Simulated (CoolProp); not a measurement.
n-octane along the isobar 0.526 MPa: Z from the reference equation and from simpler models built on Tc = 295.6 °C, pc = 2.484 MPa, ω = 0.398; each cubic takes its own stable root.

Values from CoolProp's reference Helmholtz-energy equation of state, Beckmüller 2019.

```json
[
 {"T (°C)": "33.05", "phase": "liquid", "reference": "0.03408", "Redlich-Kwong": "0.04136", "Peng-Robinson": "0.03530"},
 {"T (°C)": "54.65", "phase": "liquid", "reference": "0.03267", "Redlich-Kwong": "0.03968", "Peng-Robinson": "0.03366"},
 {"T (°C)": "76.25", "phase": "liquid", "reference": "0.03151", "Redlich-Kwong": "0.03834", "Peng-Robinson": "0.03232"},
 {"T (°C)": "97.85", "phase": "liquid", "reference": "0.03055", "Redlich-Kwong": "0.03731", "Peng-Robinson": "0.03126"},
 {"T (°C)": "119.55", "phase": "liquid", "reference": "0.02979", "Redlich-Kwong": "0.03658", "Peng-Robinson": "0.03045"},
 {"T (°C)": "141.15", "phase": "liquid", "reference": "0.02922", "Redlich-Kwong": "0.03617", "Peng-Robinson": "0.02990"},
 {"T (°C)": "162.75", "phase": "liquid", "reference": "0.02885", "Redlich-Kwong": "0.03611", "Peng-Robinson": "0.02964"},
 {"T (°C)": "184.35", "phase": "liquid", "reference": "0.02871", "Redlich-Kwong": "0.8486", "Peng-Robinson": "0.02973"},
 {"T (°C)": "206.05", "phase": "gas", "reference": "0.8370", "Redlich-Kwong": "0.8699", "Peng-Robinson": "0.8443"}
]
```

At some of these states Redlich-Kwong gives the other phase, because its saturation line lies elsewhere.
